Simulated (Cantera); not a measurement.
What does this Cantera script print?

```python
import numpy as np
import cantera as ct

gas = ct.Solution("h2o2.yaml")
gas.TPX = 1350, 100000, {'H2': 0.31, 'O2': 1, 'N2': 1.1}
inlet = ct.Reservoir(gas, clone=True)

reactor = ct.IdealGasConstPressureReactor(gas, energy="off", clone=False)
exhaust = ct.Reservoir(gas, clone=True)
tau = [2.1, 0.56, 0.15, 0.039, 0.01, 0.0027, 0.00073, 0.00019][0]
for a, b in ((inlet, reactor), (reactor, exhaust)):
    ct.MassFlowController(a, b, mdot=lambda t: reactor.mass / tau)
net = ct.ReactorNet([reactor])
show = ['H2', 'O2', 'OH', 'H', 'H2O2']

rows = []
print(f"{'tau/s':>10s}{'T/K':>9s}" + "".join(f"{s:>11s}" for s in show))
for tau in [2.1, 0.56, 0.15, 0.039, 0.01, 0.0027, 0.00073, 0.00019]:
    net.initial_time = 0.0
    net.advance(30 * tau)
    before = gas.X
    net.advance(40 * tau)
    drift = np.max(np.abs(gas.X - before) / (gas.X + 1e-9))
    rows.append([gas.T, *gas[show].X, drift])
    print(f"{tau:10.3e}{gas.T:9.1f}" + "".join(f"{x:11.3e}" for x in gas[show].X))
```

Output:

```
     tau/s      T/K         H2         O2         OH          H       H2O2
 2.100e+00   1350.0  1.900e-05  3.747e-01  1.314e-04  1.116e-07  1.146e-07
 5.600e-01   1350.0  4.578e-05  3.747e-01  2.025e-04  4.203e-07  2.233e-07
 1.500e-01   1350.0  1.093e-04  3.746e-01  3.117e-04  1.585e-06  4.163e-07
 3.900e-02   1350.0  2.639e-04  3.745e-01  4.845e-04  6.165e-06  7.568e-07
 1.000e-02   1350.0  6.304e-04  3.744e-01  7.608e-04  2.421e-05  1.343e-06
 2.700e-03   1350.0  1.413e-03  3.742e-01  1.194e-03  8.959e-05  2.266e-06
 7.300e-04   1350.0  3.047e-03  3.738e-01  1.923e-03  3.268e-04  3.663e-06
 1.900e-04   1350.0  6.488e-03  3.729e-01  3.215e-03  1.204e-03  5.667e-06
```

Model: the H2/O2 subset of GRI-Mech 3.0, which has no nitrogen chemistry, integrated in Cantera. The temperature is held fixed by assumption; the heat of reaction is taken as removed at once.
